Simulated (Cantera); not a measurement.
A freely propagating, adiabatic, planar premixed flame of 29.6 % H2, 11.2 % O2, 55.6 % N2, 3.55 % H2O, equivalence ratio 1.3, unburnt at 575 K and 500000 Pa; mixture-averaged transport, grid criteria slope 0.08 and curve 0.16, no radiation.

Model: the H2/O2 subset of GRI-Mech 3.0, which has no nitrogen chemistry, integrated in Cantera. The hydrogen kinetics of GRI-Mech 3.0 are dated; newer H2 mechanisms differ, most at raised pressure. Burning velocities carry a grid error of a few per cent, more on coarse grids.

Predict: laminar burning velocity; thermal thickness; peak x(H); peak x(H2O2); peak x(HO2).


```
Property                     Result
------------------------  ---------
laminar burning velocity   528 cm/s
thermal thickness         0.0573 mm
peak x(H)                    0.0302
peak x(H2O2)                7.72e-5
peak x(HO2)                0.000912
```
